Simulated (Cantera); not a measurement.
## Premixed flame

A freely propagating, adiabatic, planar premixed flame of 4.17 % C₃H₈, 24.5 % O₂, 71.3 % N₂, equivalence ratio 0.85, unburnt at 400 K and 100000 Pa; mixture-averaged transport, grid criteria slope 0.08 and curve 0.16, no radiation.

Detailed kinetics in Cantera: GRI-Mech 3.0 (53 species, 325 reactions). GRI-Mech 3.0 was tuned for natural gas; its chemistry of propane as a main component is partial and can be far from experiment. Burning velocities carry a grid error of a few per cent, more on coarse grids.

```csv
z (mm),T (K),u (m/s),x C₃H₈,x O₂,x NO,x HO₂,x C₂H,x NO₂
-0.765,400,0.998,0.0417,0.245,<1e-8,2.41e-8,<1e-8,<1e-8
-0.510,401,1.00,0.0416,0.245,<1e-8,5.18e-7,<1e-8,<1e-8
-0.383,404,1.01,0.0416,0.244,<1e-8,3.13e-6,<1e-8,<1e-8
-0.255,435,1.09,0.0412,0.240,3.59e-8,2.78e-5,<1e-8,1.94e-8
-0.128,780,2.01,0.0335,0.206,6.93e-7,0.000209,<1e-8,7.24e-8
-0.0638,1231,3.28,0.0143,0.159,1.99e-6,0.000406,1.54e-8,3.07e-8
0,1668,4.56,0.000770,0.106,4.38e-6,0.000322,1.34e-6,<1e-8
0.0638,1858,5.09,1.94e-6,0.0753,7.75e-6,4.94e-5,1.32e-6,<1e-8
0.128,1916,5.23,<1e-8,0.0624,1.07e-5,1.60e-5,1.01e-7,<1e-8
0.255,1981,5.37,<1e-8,0.0538,1.51e-5,1.14e-5,<1e-8,<1e-8
0.510,2066,5.56,<1e-8,0.0489,2.28e-5,8.53e-6,<1e-8,<1e-8
1.02,2164,5.78,<1e-8,0.0455,3.81e-5,5.97e-6,<1e-8,<1e-8
2.04,2261,6.00,<1e-8,0.0424,7.00e-5,4.25e-6,<1e-8,2.09e-8
```
x: mole fraction of selected species; z is measured from the peak of heat release.

| Quantity | Value |
|---|---|
| laminar burning velocity | 99.8 cm/s |
| thermal thickness | 0.255 mm |
| peak x(HO₂) | 0.000471 |
| peak x(C₂H) | 2.15e-6 |
| grid points | 154 |
